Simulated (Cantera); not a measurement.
Input: 1 mol BN, 94 mol H₂, 59 mol N₂, 0.51 mol H₂O, equilibrated at 898 K.

Cantera equilibrium calculation (NASA polynomials, part measured and part estimated; ideal gas, pure solids and liquids). Candidate condensed phases: B, BN, B₂O₃, B₃O₃H₃, H₂O; 39 gas species. Gases not in the tables: H₃BO₃. The numbers say what is thermodynamically allowed, not how fast it happens.

Task: Which condensed phases are stable at each of these points (P (Pa)): 1, 3.60, 13, 46, 170, 600, 2200, 7700, 28000, 100000?

Result: 
| P (Pa) | condensed phases | B condensed (%) |
|---|---|---|
| 1 | BN(s) + B₂O₃(l) | 99.9 |
| 3.60 | BN(s) + B₂O₃(l) | 99.9 |
| 13 | BN(s) + B₂O₃(l) | 100.0 |
| 46 | BN(s) + B₂O₃(l) | 100.0 |
| 170 | BN(s) + B₂O₃(l) | 100.0 |
| 600 | BN(s) + B₂O₃(l) | 100.0 |
| 2200 | BN(s) + B₂O₃(l) | 100.0 |
| 7700 | BN(s) + B₂O₃(l) | 99.9 |
| 28000 | BN(s) + B₂O₃(l) | 99.8 |
| 100000 | BN(s) | 99.9 |

From 1.00 Pa to 0.280 bar the condensed part is BN(s) + B₂O₃(l). At 1.00 bar the condensed part is BN(s).
